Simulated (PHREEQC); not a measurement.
**Metal-bearing waste water: speciation**

Solution (25 °C): 0.0044 mol/kgw CuSO4, 0.023 mol/kgw MgSO4, 7.1e-05 mol/kgw HCl and 0.0054 mol/kgw NaCl. Closed to the air; pH follows from the charge balance.

Model: ion-association model, wateq4f.dat, run in PHREEQC.

The pH is 4.45 and the ionic strength is 0.0705 mol/kgw. The total alkalinity comes out as -0.0710 meq/kg.

| species | molality | activity | log γ |
|---|---|---|---|
| SO4-2 | 0.0162 | 0.00674 | -0.380 |
| Mg+2 | 0.0136 | 0.00605 | -0.352 |
| MgSO4 | 0.00940 | 0.00955 | 0.007 |
| Cl- | 0.00545 | 0.00430 | -0.103 |
| Na+ | 0.00522 | 0.00420 | -0.095 |
| Cu+2 | 0.00274 | 0.00121 | -0.356 |

This is a speciation only: nothing precipitates in the calculation.
